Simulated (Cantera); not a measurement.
Cantera run:

```python
import numpy as np
import cantera as ct

gas_names = """
    CL CL2 H HCL H2 N NH NH2 NH3 N2 N2H2 N2H4 Si SiCL SiCL2 SiCL3 SiCL4 SiH SiHCL3 SiH2 SiH2CL2 SiH3
    SiH3CL SiH4 SiN Si2 Si2N Si3
""".split()
cond_names = """
    NH4CL(a) NH4CL(b) Si(cr) Si(L) Si3N4(a)
""".split()


# ... load() reads the species with a 1 bar reference pressure and builds the phases ...
atoms = {
    'SiCl4': {'Si': 1, 'CL': 4},
    'NH3': {'N': 1, 'H': 3},
}
top_T = {'Si3N4(a)': 2400}  # K; cautious upper limits of use, not melting points


# ... equilibrate(T, P, feed) seeds the gas with the atoms and calls Mixture.equilibrate('TP', solver="vcs", rtol=1e-11, max_steps=5000) ...
results = []
T = 1050  # K
P = 540  # Pa
for m in [2.5, 6.9, 11, 16, 20, 24, 29, 33, 38, 42]:
    feed = {'SiCl4': 1, 'NH3': m}  # mol
    mix = equilibrate(T, P, feed)
    results.append((T, P, feed, dict(zip(mix.species_names, mix.species_moles))))

top = {s: max(r[3][s] / sum(r[3][g] for g in gas_names) for r in results) for s in gas_names}
cols = sorted((s for s in top if top[s] > 0.001), key=lambda s: -top[s])[:5]
seen = [c for c in cond_names if any(r[3].get(c, 0) > 1e-12 for r in results)]
print("log10 of partial pressures in bar; condensed amounts in mol")
print(f"{'n(NH3)':>10s}" + "".join(f"{s[:9]:>10s}" for s in cols + seen))
for T, P, feed, n in results:
    ng = sum(n[g] for g in gas_names)
    print(f"{feed['NH3']:10.4g}" + "".join(f"{np.log10(max(n[s] / ng * P / 1e5, 1e-99)):10.3f}" for s in cols)
          + "".join(f"{n.get(c, 0):10.4g}" for c in seen))
```

Output:

```
log10 of partial pressures in bar; condensed amounts in mol
    n(NH3)        H2       HCL        N2     SiCL4  Si3N4(a)
       2.5    -2.690    -2.618    -3.166    -3.584    0.2315
       6.9    -2.523    -2.858    -3.000    -4.992    0.3235
        11    -2.474    -3.036    -2.951    -5.835    0.3311
        16    -2.448    -3.189    -2.925    -6.515    0.3326
        20    -2.437    -3.282    -2.914    -6.917     0.333
        24    -2.429    -3.359    -2.906    -7.244    0.3331
        29    -2.423    -3.439    -2.900    -7.581    0.3332
        33    -2.419    -3.494    -2.896    -7.811    0.3333
        38    -2.416    -3.554    -2.893    -8.060    0.3333
        42    -2.413    -3.597    -2.891    -8.237    0.3333
```

Equilibrium computed with Cantera from the NASA thermochemical tables; the gas is ideal and each condensed phase is pure. The tables' values for SiCl3 are old estimates; treat these amounts as uncertain.
